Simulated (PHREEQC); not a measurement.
Solution (20 °C): 190 mmol/kgw NH4Br. It is in equilibrium with CO2 at log p = -3.5 (atm). Otherwise closed; pH follows from the charge balance.

Model: ion-association model, phreeqc.dat, run in PHREEQC.

```csv
quantity,before,after
pH,5.17,3.21
ionic strength (mol/kgw),0.190,0.194
CO2 (mol/kgw),1.19e-5,1.19e-5
HCO3- (mol/kgw),1.01e-6,1.10e-8
```

### Question
Name the change that produced these shifts.
(A) NH4Br from 0.19 to 0.095 mol/kgw
(B) NH4Br replaced by CdBr2 at the same molality
(C) NH4Br from 0.19 to 1.9 mol/kgw
(D) temperature from 20 to 55 °C
(E) 0.0029 mol/kgw NaHF2 added

### Answer
E, 0.0029 mol/kgw NaHF2 added

This is a speciation only: nothing precipitates in the calculation.
